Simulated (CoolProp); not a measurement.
Propyne along the isobar 3990 kPa: Z from the reference equation and from simpler models built on Tc = 129.6 °C, pc = 5658 kPa, ω = 0.204; each cubic takes its own stable root.

The numbers come from the reference Helmholtz-energy equation of state, Polt 1992 in CoolProp. This equation is an older, rougher fit; its heat capacities, sound speeds and derivatives of the liquid may be far off and weren't checked against measurements.

```csv
T (°C),phase,reference,van der Waals,Soave-Redlich-Kwong,Peng-Robinson
36.15,liquid,0.1038,?,0.1142,0.1009
56.75,liquid,0.1033,0.1664,0.1147,?
77.35,liquid,0.1046,0.1693,0.1183,?
97.95,liquid,0.1095,0.6139,0.1282,0.1135
118.55,gas,0.6351,0.6991,0.6502,0.6256
139.15,gas,?,0.7518,0.7324,?
159.65,gas,0.7809,0.7897,?,0.7639
180.25,gas,0.8184,0.8192,0.8256,0.8045
200.85,gas,?,0.8427,0.8561,?
```

Question: What belongs in the gaps?

Answer: 
- 36.15, van der Waals: 0.1674
- 56.75, Peng-Robinson: 0.1013
- 77.35, Peng-Robinson: 0.1045
- 139.15, reference: 0.7270
- 139.15, Peng-Robinson: 0.7091
- 159.65, Soave-Redlich-Kwong: 0.7861
- 200.85, reference: 0.8463
- 200.85, Peng-Robinson: 0.8360

At some of these states van der Waals gives the other phase, because its saturation line lies elsewhere.
